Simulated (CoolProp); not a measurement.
A Linde-Hampson liquefier for dry air: isothermal reversible compression at 300 K from 1 atm to 15 MPa, throttling to 1 atm, return gas leaving the recuperator 0 K below the feed. Each further row changes one setting.

The numbers come from the reference Helmholtz-energy equation of state, Lemmon 2000 in CoolProp. It is a pseudo-pure fit of the blend.

```tsv
case	liquid yield per pass	compression work (kJ/kg of gas)
as stated	0.066	429
high pressure 30 MPa	(withheld)	(withheld)
warm-end temperature 330 K	(withheld)	(withheld)
warm-end gap 5 K	(withheld)	429
```

Problem. What belongs in the gaps?

Solution. 
- high pressure 30 MPa, liquid yield per pass: 0.099
- high pressure 30 MPa, compression work (kJ/kg of gas): 491
- warm-end temperature 330 K, liquid yield per pass: 0.049
- warm-end temperature 330 K, compression work (kJ/kg of gas): 474
- warm-end gap 5 K, liquid yield per pass: 0.055
